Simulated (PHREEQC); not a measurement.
1 kg of water holding 0.52 mol MgCl2, 0.017 mol MgSO4 and 0.35 mol NaCl is evaporated at 90 °C; the solids stay in contact with the brine. CO2 from the air is kept out. The run lets Bischofite, Bloedite, Brucite, Epsomite, Halite, Hexahydrite, Kieserite, Mirabilite, Thenardite, MgCl2_4H2O precipitate or redissolve, and no other solid.

The series has 13 steps of water left (kg), from 1 to 0.09502.

All values are PHREEQC results (Pitzer model, pitzer.dat), not measurements.

Task: Which solids form, in which order, and at which step of the series does each first stand?

Result: Halite from water left = 0.1711 kg.

At this temperature some constants are extrapolated from 25 °C, and those without enthalpy data are left unchanged.
